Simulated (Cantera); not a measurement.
A Cantera script and what it prints.

```python
import numpy as np
import cantera as ct

gas_names = """
    Fe FeO Fe(OH)2 H HNO HNO2 HNO3 HO2 H2 H2O H2O2 H2S H2SO4 N NH NH2 NH3 NH2OH NO NO2 NO3 N2 N2H2 N2H4
    N2O O OH O2 O3 S SH SN SO SO2 SO3 S2 S2O S8
""".split()
cond_names = """
    Fe(a) Fe(c) Fe(d) Fe(L) FeO(s) FeO(L) Fe(OH)2(s) Fe(OH)3(s) FeS(a) FeS(b) FeS(c) FeS(L) FeSO4(s)
    FeS2(s) Fe2O3(s) Fe2S3O12(s) Fe3O4(s) H2O(s) H2O(L) H2SO4(L) S(cr1) S(cr2) S(L)
""".split()


# ... load() reads the species with a 1 bar reference pressure and builds the phases ...
atoms = {
    'Fe2O3': {'Fe': 2, 'O': 3},
    'H2S': {'H': 2, 'S': 1},
    'N2': {'N': 2},
    'SO3': {'S': 1, 'O': 3},
}
top_T = {'FeSO4(s)': 950, 'FeS2(s)': 1010, 'Fe2O3(s)': 1830, 'Fe2S3O12(s)': 1100, 'Fe3O4(s)': 1870}  # K; cautious upper limits of use, not melting points


# ... equilibrate(T, P, feed) seeds the gas with the atoms and calls Mixture.equilibrate('TP', solver="vcs", rtol=1e-11, max_steps=5000) ...
results = []
feed = {'Fe2O3': 1, 'H2S': 0.47, 'N2': 6.7, 'SO3': 0.068}  # mol
P = 1333.22  # Pa
for T in [1148, 1173, 1198, 1223, 1248, 1273, 1298, 1323, 1348, 1373]:
    mix = equilibrate(T, P, feed)
    results.append((T, P, feed, dict(zip(mix.species_names, mix.species_moles))))
    x = sorted(zip(gas.X, gas.species_names), reverse=True)
    print(f"T = {T:g} K  P = {P:g} Pa  gas = {mix.phase_moles(0):.4g} mol")
    print("   x: " + "  ".join(f"{s} {v:.3e}" for v, s in x if v > 0.0001))
    print("   condensed (mol): " + ("  ".join(f"{mix.phase(i).name} {mix.phase_moles(i):.4g}"
          for i in range(1, mix.n_phases) if mix.phase_moles(i) > 1e-12) or "none"))
```

Result:

```
T = 1148 K  P = 1333.22 Pa  gas = 7.42 mol
   x: N2 9.030e-01  H2O 6.003e-02  SO2 2.745e-02  S2 6.062e-03  H2 2.543e-03  H2S 7.681e-04
   condensed (mol): FeS(c) 0.2372  Fe3O4(s) 0.5876
T = 1173 K  P = 1333.22 Pa  gas = 7.609 mol
   x: N2 8.806e-01  H2O 5.846e-02  SO2 4.720e-02  S2 1.022e-02  H2 2.504e-03  H2S 8.030e-04  S2O 1.292e-04  SO 1.158e-04
   condensed (mol): FeO(s) 1.826  FeS(c) 0.01418  Fe3O4(s) 0.0532
T = 1198 K  P = 1333.22 Pa  gas = 7.626 mol
   x: N2 8.785e-01  H2O 5.812e-02  SO2 4.974e-02  S2 9.830e-03  H2 2.779e-03  H2S 7.202e-04  SO 1.527e-04  S2O 1.277e-04
   condensed (mol): FeO(s) 2
T = 1223 K  P = 1333.22 Pa  gas = 7.627 mol
   x: N2 8.784e-01  H2O 5.776e-02  SO2 4.988e-02  S2 9.751e-03  H2 3.166e-03  H2S 6.789e-04  SO 1.958e-04  S2O 1.262e-04
   condensed (mol): FeO(s) 2
T = 1248 K  P = 1333.22 Pa  gas = 7.628 mol
   x: N2 8.783e-01  H2O 5.737e-02  SO2 5.004e-02  S2 9.658e-03  H2 3.583e-03  H2S 6.400e-04  SO 2.485e-04  S2O 1.245e-04
   condensed (mol): FeO(s) 2
T = 1273 K  P = 1333.22 Pa  gas = 7.629 mol
   x: N2 8.782e-01  H2O 5.695e-02  SO2 5.021e-02  S2 9.553e-03  H2 4.032e-03  H2S 6.035e-04  SO 3.125e-04  S2O 1.228e-04
   condensed (mol): FeO(s) 2
T = 1298 K  P = 1333.22 Pa  gas = 7.631 mol
   x: N2 8.780e-01  H2O 5.649e-02  SO2 5.039e-02  S2 9.435e-03  H2 4.509e-03  H2S 5.690e-04  SO 3.892e-04  S2O 1.211e-04
   condensed (mol): FeO(s) 2
T = 1323 K  P = 1333.22 Pa  gas = 7.632 mol
   x: N2 8.779e-01  H2O 5.601e-02  SO2 5.058e-02  S2 9.304e-03  H2 5.015e-03  H2S 5.363e-04  SO 4.806e-04  S2O 1.192e-04
   condensed (mol): FeO(s) 2
T = 1348 K  P = 1333.22 Pa  gas = 7.633 mol
   x: N2 8.778e-01  H2O 5.549e-02  SO2 5.077e-02  S2 9.160e-03  H2 5.549e-03  SO 5.886e-04  H2S 5.054e-04  S2O 1.173e-04
   condensed (mol): FeO(s) 2
T = 1373 K  P = 1333.22 Pa  gas = 7.634 mol
   x: N2 8.776e-01  H2O 5.494e-02  SO2 5.097e-02  S2 9.003e-03  H2 6.107e-03  SO 7.152e-04  H2S 4.760e-04  S2O 1.153e-04
   condensed (mol): FeO(s) 2
```

Method: chemical equilibrium by Gibbs-energy minimisation in Cantera with the NASA 1993 tables (ideal gas, pure condensed phases). Mutual solubility and eutectic melting of coexisting phases are not modelled. The tables' stoichiometric FeO is somewhat more stable than real wüstite, so its field is too wide. FeO, FeS: taken at fixed stoichiometry. Gases not in the tables: S3 to S7.
